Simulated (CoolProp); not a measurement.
Vapour-liquid equilibrium of R143a (1) + isobutene (2) at 257.3 K; x and y are mole fractions of (1).

The numbers come from the multi-fluid Helmholtz-energy mixture model, Lemmon and Jacobsen 2000 and Lemmon 2005; pair parameters Bell 2016 in CoolProp.

| x | bubble pressure, mixture model (MPa) | bubble pressure, Raoult's law (MPa) | y, mixture model | y, Raoult's law |
|---|---|---|---|---|
| 0.05 | 0.1125 | 0.08547 | 0.390 | 0.214 |
| 0.125 | 0.1604 | 0.1076 | 0.591 | 0.425 |
| 0.2 | 0.1955 | 0.1298 | 0.680 | 0.564 |
| 0.275 | 0.2220 | 0.1520 | 0.732 | 0.663 |
| 0.35 | 0.2429 | 0.1741 | 0.767 | 0.736 |
| 0.425 | 0.2601 | 0.1963 | 0.794 | 0.793 |
| 0.5 | 0.2752 | 0.2185 | 0.817 | 0.838 |
| 0.575 | 0.2891 | 0.2406 | 0.839 | 0.875 |
| 0.65 | 0.3026 | 0.2628 | 0.860 | 0.906 |
| 0.725 | 0.3159 | 0.2850 | 0.884 | 0.932 |
| 0.8 | 0.3294 | 0.3071 | 0.910 | 0.954 |
| 0.875 | 0.3431 | 0.3293 | 0.939 | 0.973 |
| 0.95 | 0.3570 | 0.3514 | 0.973 | 0.990 |

The largest gap from Raoult's law is +50.6 % in bubble pressure, at x = 0.2. No azeotrope shows between x = 0.05 and 0.95.

The pair parameters rest on a limited set of measurements; away from them the model extrapolates. With so large a gap from Raoult's law the liquid may split in two, which this calculation doesn't test in full.
